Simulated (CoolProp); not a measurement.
A closed Brayton cycle with nitrogen: compressor inlet 309.15 K and 6.8 MPa, high pressure 17.1 MPa, turbine inlet 865 K, compressor efficiency 0.89, turbine efficiency 0.9, recuperator effectiveness 0.95 (on enthalpy, no pinch check). Each further row changes one setting.

The numbers come from the reference Helmholtz-energy equation of state, Span 2000 in CoolProp.

```json
[
 {"case": "as stated", "thermal efficiency (%)": "38.8", "net work (kJ/kg)": "84.7", "compressor to turbine work": "0.57", "compressor exit (K)": "415.7", "turbine exit (K)": "695.5"},
 {"case": "turbine inlet 815 K", "thermal efficiency (%)": "35.8", "net work (kJ/kg)": "___", "compressor to turbine work": "0.61", "compressor exit (K)": "415.7", "turbine exit (K)": "653.7"},
 {"case": "compressor inlet 319.15 K", "thermal efficiency (%)": "37.2", "net work (kJ/kg)": "80.7", "compressor to turbine work": "0.59", "compressor exit (K)": "429.1", "turbine exit (K)": "695.5"},
 {"case": "high pressure 14.5 MPa", "thermal efficiency (%)": "39.9", "net work (kJ/kg)": "___", "compressor to turbine work": "0.54", "compressor exit (K)": "394.6", "turbine exit (K)": "___"},
 {"case": "recuperator effectiveness 0.5", "thermal efficiency (%)": "23.8", "net work (kJ/kg)": "84.7", "compressor to turbine work": "0.57", "compressor exit (K)": "415.7", "turbine exit (K)": "695.5"}
]
```

Problem. Some entries are withheld; supply them.

Solution. 
- turbine inlet 815 K, net work (kJ/kg): 73.2
- high pressure 14.5 MPa, net work (kJ/kg): 75.2
- high pressure 14.5 MPa, turbine exit (K): 723.2
